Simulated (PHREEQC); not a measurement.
# Acid rinse or clean: speciation

Consider water at 25 °C with 0.0096 mol HBr, 0.025 mol CaCl2 and 0.025 mol MgCl2 per kg of water. Closed to the air; pH follows from the charge balance.

The numbers come from PHREEQC with the ion-association model, wateq4f.dat.

This is a speciation only: nothing precipitates in the calculation.

Task: What pH does the model give?

Result: pH 2.11.

Species that the database lacks are ignored.
